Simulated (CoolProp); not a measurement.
Computed with CoolProp (reference Helmholtz-energy equation of state, de Vries 1995).

Q: Give the vapour pressure (kPa), liquid density (kg/m³), enthalpy of vaporisation (kJ/kg), vapour Z of saturated R124 at 219 K.

A: 
| T (K) | p (kPa) | liquid density (kg/m³) | enthalpy of vaporisation (kJ/kg) | vapour Z |
|---|---|---|---|---|
| 219 | 11.4 | 1590 | 184 | 0.991 |
